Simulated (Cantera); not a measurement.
# Thermodynamics of hydrogen reduction and annealing atmospheres, feed PbS + H2 + N2

A closed system holds: 1 mol PbS, 9.2 mol H2, 16 mol N2, equilibrated at 0.120 bar.

Cantera equilibrium calculation (NASA polynomials, part measured and part estimated; ideal gas, pure solids and liquids). Candidate condensed phases: Pb, PbS, S; 18 gas species. Gases not in the tables: S3 to S7. The numbers say what is thermodynamically allowed, not how fast it happens.

From 700 K to 1000 K the condensed part is Pb(l) + PbS(s). At 1150 K the condensed part is Pb(l). From 1300 K to 2200 K nothing is condensed.

```json
[
 {"T (K)": "700", "x N2": "0.635", "x H2": "0.365", "x Pb": "9.28e-9", "x PbS": "7.90e-9", "x H2S": "0.000131", "x H": "<1e-12", "x S2": "<1e-12", "n Pb(l)": "0.00329", "n PbS(s)": "0.997"},
 {"T (K)": "850", "x N2": "0.635", "x H2": "0.364", "x Pb": "2.65e-6", "x PbS": "6.81e-6", "x H2S": "0.00130", "x H": "3.57e-11", "x S2": "1.29e-10", "n Pb(l)": "0.0328", "n PbS(s)": "0.967"},
 {"T (K)": "1000", "x N2": "0.634", "x H2": "0.359", "x Pb": "0.000135", "x PbS": "0.000731", "x H2S": "0.00622", "x H": "3.92e-9", "x S2": "1.36e-7", "n Pb(l)": "0.153", "n PbS(s)": "0.825"},
 {"T (K)": "1150", "x N2": "0.620", "x H2": "0.339", "x Pb": "0.00241", "x PbS": "0.0212", "x H2S": "0.0175", "x H": "1.25e-7", "x S2": "2.04e-5", "n Pb(l)": "0.391", "n PbS(s)": "0"},
 {"T (K)": "1300", "x N2": "0.611", "x H2": "0.342", "x Pb": "0.00965", "x PbS": "0.0285", "x H2S": "0.00951", "x H": "1.87e-6", "x S2": "5.24e-5", "n Pb(l)": "0", "n PbS(s)": "0"},
 {"T (K)": "1450", "x N2": "0.610", "x H2": "0.340", "x Pb": "0.0116", "x PbS": "0.0266", "x H2S": "0.0107", "x H": "1.59e-5", "x S2": "0.000377", "n Pb(l)": "0", "n PbS(s)": "0"},
 {"T (K)": "1600", "x N2": "0.610", "x H2": "0.340", "x Pb": "0.0142", "x PbS": "0.0239", "x H2S": "0.0106", "x H": "9.15e-5", "x S2": "0.00153", "n Pb(l)": "0", "n PbS(s)": "0"},
 {"T (K)": "1750", "x N2": "0.608", "x H2": "0.339", "x Pb": "0.0179", "x PbS": "0.0201", "x H2S": "0.00916", "x H": "0.000391", "x S2": "0.00367", "n Pb(l)": "0", "n PbS(s)": "0"},
 {"T (K)": "1900", "x N2": "0.606", "x H2": "0.339", "x Pb": "0.0222", "x PbS": "0.0157", "x H2S": "0.00718", "x H": "0.00133", "x S2": "0.00605", "n Pb(l)": "0", "n PbS(s)": "0"},
 {"T (K)": "2050", "x N2": "0.603", "x H2": "0.337", "x Pb": "0.0263", "x PbS": "0.0114", "x H2S": "0.00535", "x H": "0.00380", "x S2": "0.00784", "n Pb(l)": "0", "n PbS(s)": "0"},
 {"T (K)": "2200", "x N2": "0.599", "x H2": "0.333", "x Pb": "0.0296", "x PbS": "0.00789", "x H2S": "0.00385", "x H": "0.00938", "x S2": "0.00859", "n Pb(l)": "0", "n PbS(s)": "0"}
]
```
x: gas mole fraction; n: condensed amount in mol.
